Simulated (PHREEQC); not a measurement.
Solution (50 °C): 0.017 mol/kgw Cu(NO3)2, 0.22 mol/kgw HNO3 and 0.18 mol/kgw KCl. Closed to the air; pH follows from the charge balance.

All values are PHREEQC results (ion-association model, phreeqc.dat), not measurements.

### Question
The ionic strength comes out as 0.442 mol/kgw. What activity coefficients do K+, Cl-, CuCl+, Cu+2, H+ get?

### Answer
K+ 0.64, Cl- 0.65, CuCl+ 0.65, Cu+2 0.24, H+ 0.76.

Precipitation was switched off in this run. Complexes and solids missing from the database can't appear. Away from 25 °C the constants follow the database's enthalpies or fits; those with neither stay at their 25 °C values.
